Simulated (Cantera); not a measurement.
A perfectly stirred reactor is fed with C2H6 : N2 = 1 : 15 (molar parts), at 100.0 Torr; it is held at 1400 K, and followed from long to short residence time.

Computed with Cantera and GRI-Mech 3.0 (53 species, 325 reactions). GRI-Mech 3.0 stops at C3 and has no aromatics, soot or wall deposition, so with more carbon than oxygen in the feed, carbon stays in small species such as C2H2 where larger ones or solid carbon would form.

Problem. What does this change do: N2 15 to 25 parts?

Solution. 
| quantity | before | after |
|---|---|---|
| x(C2H6) at τ = 21.0 s | 2.78e-5 | 1.96e-5 |
| x(CH3) at τ = 21.0 s | 2.44e-5 | 2.05e-5 |
| x(H) at τ = 21.0 s | 1.03e-5 | 9.05e-6 |
| x(C2H) at τ = 21.0 s | 5.25e-9 | 4.61e-9 |
| x(CH4) at τ = 21.0 s | 0.0112 | 0.00693 |
| x(C2H6) at τ = 0.190 s | 0.000955 | 0.000664 |
| x(CH3) at τ = 0.190 s | 0.000142 | 0.000119 |
| x(H) at τ = 0.190 s | 3.57e-5 | 3.23e-5 |
| x(C2H) at τ = 0.190 s | 1.78e-8 | 1.60e-8 |
| x(CH4) at τ = 0.190 s | 0.0155 | 0.00928 |

Problem. What does this change do: N2 15 to 68 parts?

Solution. 
```json
[
 {"quantity": "x(C2H6) at τ = 21.0 s", "before": "2.78e-5", "after": "9.83e-6"},
 {"quantity": "x(CH3) at τ = 21.0 s", "before": "2.44e-5", "after": "1.46e-5"},
 {"quantity": "x(H) at τ = 21.0 s", "before": "1.03e-5", "after": "6.67e-6"},
 {"quantity": "x(C2H) at τ = 21.0 s", "before": "5.25e-9", "after": "3.39e-9"},
 {"quantity": "x(CH4) at τ = 21.0 s", "before": "0.0112", "after": "0.00264"},
 {"quantity": "x(C2H6) at τ = 0.190 s", "before": "0.000955", "after": "0.000315"},
 {"quantity": "x(CH3) at τ = 0.190 s", "before": "0.000142", "after": "8.12e-5"},
 {"quantity": "x(H) at τ = 0.190 s", "before": "3.57e-5", "after": "2.59e-5"},
 {"quantity": "x(C2H) at τ = 0.190 s", "before": "1.78e-8", "after": "1.26e-8"},
 {"quantity": "x(CH4) at τ = 0.190 s", "before": "0.0155", "after": "0.00314"}
]
```
